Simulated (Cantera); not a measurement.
A Cantera script and its output.

```python
import numpy as np
import cantera as ct

gas = ct.Solution("h2o2.yaml")
gas.TPX = 1050, 2666, {'H2': 0.018, 'O2': 1, 'H2O': 0.043}
reactor = ct.IdealGasConstPressureReactor(gas, energy="off", clone=False)
net = ct.ReactorNet([reactor])
net.rtol, net.atol = 1e-08, 1e-18
show = ['H2', 'O2', 'H', 'H2O', 'H2O2', 'HO2', 'OH']
times = np.geomspace(0.0005, 70, 12)

steps = ct.SolutionArray(gas, extra=["t"])
rows = []
print(f"{'t/s':>10s}{'T/K':>9s}{'P/Pa':>11s}" + "".join(f"{s:>11s}" for s in show))
for t in times:
    while net.time < t:
        t_next = net.step()
        steps.append(gas.state, t=t_next)
    rows.append([np.interp(t, steps.t, y) for y in (steps.T, steps.P, *steps(*show).X.T)])
    print(f"{t:10.3e}{rows[-1][0]:9.1f}{rows[-1][1]:11.4g}" + "".join(f"{x:11.3e}" for x in rows[-1][2:]))
rate = np.gradient(steps.T, steps.t)
print("integrator steps:", len(steps.t))
if steps.T.max() > steps.T[0] + 200:
    print(f"time of steepest temperature rise: {steps.t[rate.argmax()]:.4e} s")
gas.TPX = 1050, 2666, {'H2': 0.018, 'O2': 1, 'H2O': 0.043}
gas.equilibrate("TP")
print(f"equilibrium (TP): T = {gas.T:.1f} K  " + "  ".join(f"{s} {gas[s].X[0]:.3e}" for s in show))
```

It prints:

```
       t/s      T/K       P/Pa         H2         O2          H        H2O       H2O2        HO2         OH
 5.000e-04   1050.0       2666  1.697e-02  9.425e-01  3.701e-10  4.053e-02  9.514e-14  6.136e-10  7.883e-10
 1.468e-03   1050.0       2666  1.697e-02  9.425e-01  1.167e-08  4.053e-02  1.078e-12  3.400e-09  2.740e-08
 4.312e-03   1050.0       2666  1.558e-02  9.414e-01  2.194e-04  4.159e-02  3.997e-08  8.279e-06  4.289e-04
 1.266e-02   1050.0       2666  2.111e-04  9.378e-01  5.192e-04  5.696e-02  2.237e-07  7.369e-06  7.975e-04
 3.718e-02   1050.0       2666  3.180e-05  9.413e-01  3.220e-05  5.776e-02  1.662e-07  3.034e-06  3.071e-04
 1.092e-01   1050.0       2666  3.958e-06  9.419e-01  1.599e-06  5.792e-02  8.845e-08  8.039e-07  1.133e-04
 3.206e-01   1050.0       2666  5.500e-07  9.420e-01  1.002e-07  5.796e-02  3.590e-08  1.772e-07  4.526e-05
 9.414e-01   1050.0       2666  9.897e-08  9.420e-01  9.096e-09  5.797e-02  1.299e-08  4.165e-08  2.037e-05
 2.764e+00   1050.0       2666  2.266e-08  9.420e-01  1.116e-09  5.798e-02  4.540e-09  1.118e-08  1.012e-05
 8.118e+00   1050.0       2666  6.101e-09  9.420e-01  1.664e-10  5.798e-02  1.571e-09  3.502e-09  5.360e-06
 2.384e+01   1050.0       2666  1.815e-09  9.420e-01  2.803e-11  5.798e-02  5.419e-10  1.507e-09  2.958e-06
 7.000e+01   1050.0       2666  5.818e-10  9.420e-01  5.195e-12  5.798e-02  1.900e-10  1.210e-09  1.685e-06
integrator steps: 1762
equilibrium (TP): T = 1050.0 K  H2 1.332e-10  O2 9.420e-01  H 5.771e-13  H2O 5.798e-02  H2O2 4.763e-11  HO2 1.892e-09  OH 8.023e-07
```

Detailed kinetics in Cantera: the H2/O2 subset of GRI-Mech 3.0, which has no nitrogen chemistry. Radical loss at walls, strong at low pressure, is not modelled.
